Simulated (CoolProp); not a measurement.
R114 along the isotherm 500 K: density (kg/m³) from the reference equation and from simpler models built on Tc = 420.6 K, pc = 3.352 MPa, ω = 0.252; each cubic takes its own stable root.

Model: reference Helmholtz-energy equation of state, Platzer 1990, in CoolProp. This equation is an older, rougher fit; its heat capacities, sound speeds and derivatives of the liquid may be far off and weren't checked against measurements.

```tsv
p (MPa)	phase	reference	ideal gas	van der Waals	Redlich-Kwong	Soave-Redlich-Kwong	Peng-Robinson
0.0159	gas	0.6543	0.6537	0.6543	0.6543	0.6543	0.6544
0.0283	gas	1.165	1.164	1.165	1.166	1.165	1.166
0.0503	gas	2.074	2.068	2.074	2.074	2.074	2.075
0.0894	gas	3.694	3.676	3.695	3.696	3.694	3.697
0.159	gas	6.595	6.537	6.598	6.601	6.595	6.605
0.283	gas	11.82	11.64	11.83	11.84	11.82	11.85
0.503	gas	21.28	20.68	21.31	21.34	21.27	21.38
0.894	gas	38.72	36.76	38.84	38.93	38.68	39.02
1.59	gas	72.03	65.37	72.51	72.71	71.80	72.92
2.83	gas	140.3	116.4	143.2	142.9	138.8	142.8
5.03	supercritical	302.3	206.8	334.6	315.2	290.5	304.7
```
